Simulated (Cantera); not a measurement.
A closed system holds: 1 mol SiCl4, 1 mol HCl, 7.7 mol H2, held at 975 °C and 23.0 bar.

Cantera equilibrium calculation (NASA polynomials, part measured and part estimated; ideal gas, pure solids and liquids). Candidate condensed phases: Si; 19 gas species. The tables' values for SiCl3 are old estimates; treat these amounts as uncertain. Rates play no part.

Base state: H2 0.773, HCl 0.124, SiCl4 0.0831, SiHCl3 0.0183, SiCl3 0.000963, SiH2Cl2 0.000549, SiCl2 8.05e-5 (mole fractions); condensed: gas only.

What changes in the equilibrium state with this change: temperature from 975 °C to 850 °C?


| species | before | after |
|---|---|---|
| H2 | 0.773 | 0.783 |
| HCl | 0.124 | 0.114 |
| SiCl4 | 0.0831 | 0.0919 |
| SiHCl3 | 0.0183 | 0.0108 |
| SiCl2 | 8.05e-5 | 4.42e-6 |
| SiCl3 | 0.000963 | 0.000181 |
